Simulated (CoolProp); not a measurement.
Values from CoolProp's reference Helmholtz-energy equation of state, Lemmon 2005.

Question: For R125, give the phase and the Z, cp (kJ/(kg K)), Prandtl number at 166.85 °C and 4870 kPa; 178.85 °C and 4870 kPa.

Answer: 
- 166.85 °C and 4870 kPa: supercritical; Z 0.823, cp 1.15, Prandtl number 0.879
- 178.85 °C and 4870 kPa: supercritical; Z 0.844, cp 1.14, Prandtl number 0.856

Viscosity comes from a separate model (Huber 2006). Thermal conductivity comes from a separate model (Perkins 2006).
